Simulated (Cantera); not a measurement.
An adiabatic, constant-volume homogeneous reactor starts with 27.2 % H₂, 15.3 % O₂, 57.5 % N₂, equivalence ratio 0.89, at 975 K and 0.987 atm.

Cantera simulation using the H2/O2 subset of GRI-Mech 3.0, which has no nitrogen chemistry; the numbers are that mechanism's predictions, not measurements.

Predict: time of steepest temperature rise; temperature at 0.500 s; equilibrium temperature; x(H₂) at 0.500 s; x(O₂) at 0.500 s; x(H₂O₂) at 0.500 s; x(O) at 0.500 s; x(H₂O) at 0.500 s; x(OH) at 0.500 s; x(H) at 0.500 s.

time of steepest temperature rise: 0.664 ms
temperature at 0.500 s: 2859 K
equilibrium temperature: 2859 K
x(H₂) at 0.500 s: 0.0277 (gas-phase equilibrium 0.0277)
x(O₂) at 0.500 s: 0.0249 (gas-phase equilibrium 0.0249)
x(H₂O₂) at 0.500 s: 9.12e-7 (gas-phase equilibrium 9.12e-7)
x(O) at 0.500 s: 0.00667 (gas-phase equilibrium 0.00667)
x(H₂O) at 0.500 s: 0.258 (gas-phase equilibrium 0.258)
x(OH) at 0.500 s: 0.0286 (gas-phase equilibrium 0.0286)
x(H) at 0.500 s: 0.0104 (gas-phase equilibrium 0.0104)
